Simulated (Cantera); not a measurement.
Feed: 1 mol SiCl4, 0.016 mol C3H8, 160 mol H2, 0.01 mol C2H2, at 0.0120 bar.

Method: chemical equilibrium by Gibbs-energy minimisation in Cantera with the NASA 1993 tables (ideal gas, pure condensed phases). Candidate condensed phases: C, C6H6, C7H8, C8H18, Si, SiC; 109 gas species. Mutual solubility and eutectic melting of coexisting phases are not modelled. Gases not in the tables: Si2H6 and higher silanes. Equilibrium is a limit: real reactors are often held back by kinetics, nucleation or transport.

Question: Which condensed phases are stable at each of these points (T (K)): 1548, 1623, 1698, 1773, 1848, 1923, 1998, 2073, 2148, 2223, 2298, 2373, 2448, 2523?

Answer: 
```
T (K)  condensed phases  Si condensed (%)
-----  ----------------  ----------------
1548     Si(s) + SiC(s)              74.2
1623     Si(s) + SiC(s)              72.9
1698     Si(l) + SiC(s)              71.3
1773     Si(l) + SiC(s)              70.8
1848     Si(l) + SiC(s)              65.5
1923     Si(l) + SiC(s)              49.1
1998     Si(l) + SiC(s)               7.9
2073             SiC(s)               3.3
2148           gas only               0.0
2223           gas only               0.0
2298           gas only               0.0
2373           gas only               0.0
2448           gas only               0.0
2523           gas only               0.0
```

From 1548 K to 1623 K the condensed part is Si(s) + SiC(s). From 1698 K to 1998 K the condensed part is Si(l) + SiC(s). At 2073 K the condensed part is SiC(s). From 2148 K to 2523 K nothing is condensed.
